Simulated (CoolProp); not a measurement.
Vapour-liquid equilibrium of ethylene (1) + isobutane (2) at 233.4 K; x and y are mole fractions of (1).

Values from CoolProp's multi-fluid Helmholtz-energy mixture model, Smukala 2000 and Bücker 2006; pair parameters Bell 2016.

| x | bubble pressure (bar) | y at the bubble point | dew pressure at overall composition x (bar) | liquid density (mol/L) |
|---|---|---|---|---|
| 0.05 | 0.8285 | 0.658 | 0.3058 | 10.97 |
| 0.125 | 1.674 | 0.839 | 0.3317 | 11.34 |
| 0.2 | 2.566 | 0.901 | 0.3624 | 11.72 |
| 0.275 | 3.506 | 0.932 | 0.3992 | 12.12 |
| 0.35 | 4.493 | 0.950 | 0.4443 | 12.54 |
| 0.425 | 5.523 | 0.963 | 0.5009 | 12.98 |
| 0.5 | 6.593 | 0.972 | 0.5739 | 13.43 |
| 0.575 | 7.698 | 0.978 | 0.6717 | 13.90 |
| 0.65 | 8.835 | 0.984 | 0.8095 | 14.38 |
| 0.725 | 10.00 | 0.988 | 1.018 | 14.87 |
| 0.8 | 11.20 | 0.992 | 1.372 | 15.34 |
| 0.875 | 12.43 | 0.995 | 2.103 | 15.80 |
| 0.95 | 13.71 | 0.998 | 4.475 | 16.20 |

No azeotrope shows between x = 0.05 and 0.95.

Pair parameters are fitted to limited data, so mixtures are less certain than the pure fluids.
